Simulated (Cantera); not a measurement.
Input: 1 mol C₂H₆, 0.51 mol H₂O, equilibrated at 1.30 mbar.

Method: chemical equilibrium by Gibbs-energy minimisation in Cantera with the NASA 1993 tables (ideal gas, pure condensed phases). Candidate condensed phases: C, C₆H₆, C₇H₈, C₈H₁₈, H₂O; 110 gas species. Rates play no part.

Task: At 2348 K, list the 6 most abundant gas species with their mole fractions, and the condensed phases.

Result: H₂ 0.618, H 0.269, CO 0.110, C₂H₂ (acetylene) 0.00337, C₂H 7.48e-5, C₃ 3.07e-5. Condensed: C(graphite).
